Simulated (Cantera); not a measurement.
**Adiabatic ignition**

An adiabatic, constant-volume homogeneous reactor starts with 16.6 % CH₄, 17.4 % O₂, 65.8 % N₂, 0.128 % H₂, equivalence ratio 1.9, at 1025 K and 1500 Torr.

Computed with Cantera and GRI-Mech 3.0 (53 species, 325 reactions).

```json
[
 {"t (s)": "6.00e-6", "T (K)": "1025", "P (bar)": "2.00", "x CH₄": "0.166", "x O₂": "0.174", "x CO": "<1e-12", "x O": "<1e-12", "x NO₂": "<1e-12", "x NO": "<1e-12"},
 {"t (s)": "1.91e-5", "T (K)": "1025", "P (bar)": "2.00", "x CH₄": "0.166", "x O₂": "0.174", "x CO": "<1e-12", "x O": "<1e-12", "x NO₂": "<1e-12", "x NO": "<1e-12"},
 {"t (s)": "6.06e-5", "T (K)": "1025", "P (bar)": "2.00", "x CH₄": "0.166", "x O₂": "0.174", "x CO": "<1e-12", "x O": "<1e-12", "x NO₂": "<1e-12", "x NO": "<1e-12"},
 {"t (s)": "0.000192", "T (K)": "1025", "P (bar)": "2.00", "x CH₄": "0.166", "x O₂": "0.174", "x CO": "<1e-12", "x O": "<1e-12", "x NO₂": "<1e-12", "x NO": "<1e-12"},
 {"t (s)": "0.000612", "T (K)": "1025", "P (bar)": "2.00", "x CH₄": "0.166", "x O₂": "0.174", "x CO": "1.46e-12", "x O": "2.35e-12", "x NO₂": "<1e-12", "x NO": "<1e-12"},
 {"t (s)": "0.00194", "T (K)": "1025", "P (bar)": "2.00", "x CH₄": "0.166", "x O₂": "0.174", "x CO": "6.36e-11", "x O": "1.01e-11", "x NO₂": "<1e-12", "x NO": "<1e-12"},
 {"t (s)": "0.00617", "T (K)": "1025", "P (bar)": "2.00", "x CH₄": "0.166", "x O₂": "0.174", "x CO": "4.99e-9", "x O": "5.18e-11", "x NO₂": "<1e-12", "x NO": "<1e-12"},
 {"t (s)": "0.0196", "T (K)": "1025", "P (bar)": "2.00", "x CH₄": "0.166", "x O₂": "0.174", "x CO": "2.43e-7", "x O": "8.38e-11", "x NO₂": "<1e-12", "x NO": "<1e-12"},
 {"t (s)": "0.0623", "T (K)": "1026", "P (bar)": "2.00", "x CH₄": "0.166", "x O₂": "0.174", "x CO": "4.70e-6", "x O": "1.17e-10", "x NO₂": "<1e-12", "x NO": "<1e-12"},
 {"t (s)": "0.198", "T (K)": "1030", "P (bar)": "2.01", "x CH₄": "0.165", "x O₂": "0.174", "x CO": "0.000121", "x O": "3.57e-10", "x NO₂": "<1e-12", "x NO": "<1e-12"},
 {"t (s)": "0.629", "T (K)": "2505", "P (bar)": "5.67", "x CH₄": "2.89e-10", "x O₂": "5.81e-6", "x CO": "0.124", "x O": "1.51e-5", "x NO₂": "1.15e-9", "x NO": "0.000104"},
 {"t (s)": "2.00", "T (K)": "2505", "P (bar)": "5.67", "x CH₄": "2.89e-10", "x O₂": "5.81e-6", "x CO": "0.124", "x O": "1.51e-5", "x NO₂": "1.15e-9", "x NO": "0.000104"}
]
```
x: mole fraction; the columns are a selection and need not sum to one.

- time of steepest temperature rise = 0.363 s
- temperature at 2.00 s = 2505 K
- equilibrium temperature = 2505 K
- x(CH₄) at 2.00 s = 2.89e-10 (gas-phase equilibrium 3.26e-10)
- x(O₂) at 2.00 s = 5.81e-6 (gas-phase equilibrium 5.81e-6)
- x(CO) at 2.00 s = 0.124 (gas-phase equilibrium 0.124)
